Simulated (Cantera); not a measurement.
A perfectly stirred reactor is fed with 14.2 % CH4, 0.469 % H2, 17.9 % O2, 67.4 % N2, equivalence ratio 1.6, at 1000000 Pa; it is adiabatic with a 600 K inlet, and is followed from long to short residence time, starting on the burning branch (τ in s: 0.087, 0.034, 0.014, 0.0054, 0.0022, 0.00086, 0.00034, 0.00014, 5.4e-05).

Model: GRI-Mech 3.0 (53 species, 325 reactions), integrated in Cantera.

One state of this run: T (K) = 2076; x CH4 = 0.00624; x H2 = 0.0742; x O2 = 0.00131; x N2O = 6.38e-9; x CH3 = 0.000476; x C2H2 = 0.00382. x: mole fraction; the columns are a selection and need not sum to one.

**Question.** Which value of τ (s) does it belong to?
(A) 0.00086
(B) 0.0022
(C) 5.4e-5
(D) 0.00034

**Answer.** B, 0.0022
